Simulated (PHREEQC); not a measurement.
1 kg of water holding 0.025 mol KCl, 0.1 mol NaCl and 0.033 mol Na2CO3 is evaporated at 25 °C; the solids stay in contact with the brine. CO2 is held at log p = -3.4 (atm). Solids allowed: Halite, Kalicinite, Nahcolite, Natron, Sylvite, Trona. Others were left out.

Equilibrium calculation in PHREEQC: Pitzer model, pitzer.dat.

Predict ionic strength at water left (kg) = 0.9998, 0.3749, 0.05272, 0.02926, 0.01264.


```json
[
 {"water left (kg)": "0.9998", "ionic strength": "0.209"},
 {"water left (kg)": "0.3749", "ionic strength": "0.571"},
 {"water left (kg)": "0.05272", "ionic strength": "4.18"},
 {"water left (kg)": "0.02926", "ionic strength": "7.49"},
 {"water left (kg)": "0.01264", "ionic strength": "8.30"}
]
```

Complexes and solids missing from the database can't appear.
